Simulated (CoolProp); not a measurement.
Vapour-liquid equilibrium of benzene (1) + dimethyl carbonate (2) at 105.35 °C; x and y are mole fractions of (1).

Computed with CoolProp (multi-fluid Helmholtz-energy mixture model, Thol 2012 and Zhou 2011; pair parameters Bell 2016).

| x | bubble pressure (MPa) | y at the bubble point | dew pressure at overall composition x (MPa) | liquid density (mol/L) |
|---|---|---|---|---|
| 0.05 | 0.1665 | 0.080 | 0.1644 | 10.53 |
| 0.2 | 0.1804 | 0.275 | 0.1750 | 10.43 |
| 0.35 | 0.1910 | 0.429 | 0.1857 | 10.33 |
| 0.5 | 0.1988 | 0.561 | 0.1954 | 10.25 |
| 0.65 | 0.2043 | 0.685 | 0.2029 | 10.17 |
| 0.8 | 0.2075 | 0.811 | 0.2073 | 10.11 |
| 0.95 | 0.2082 | 0.949 | 0.2082 | 10.06 |

y crosses x between x = 0.8 and 0.95: the model has an azeotrope there.

The pair parameters rest on a limited set of measurements; away from them the model extrapolates.
